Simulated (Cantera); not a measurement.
Charge: 1 mol SiH4, 4.8 mol NO, a varied amount of H2, held at 1552 °C and 1.00 bar.

Equilibrium computed with Cantera from the NASA thermochemical tables; the gas is ideal and each condensed phase is pure. Candidate condensed phases: H2O, Si, SiO2, Si2N2O, Si3N4; 35 gas species. The tables hold silica as quartz up to 1696 K and as liquid above; real silica turns to tridymite and cristobalite and melts near 1996 K. Gases not in the tables: Si(OH)4. Rates play no part.

Problem. At 0.76 mol H2, list the 7 most abundant gas species with their mole fractions, and the condensed phases.

Solution. H2O 0.532, N2 0.463, O2 0.00375, OH 0.000675, H2 0.000588, NO 0.000463, H 1.07e-5. Condensed: SiO2(condensed).
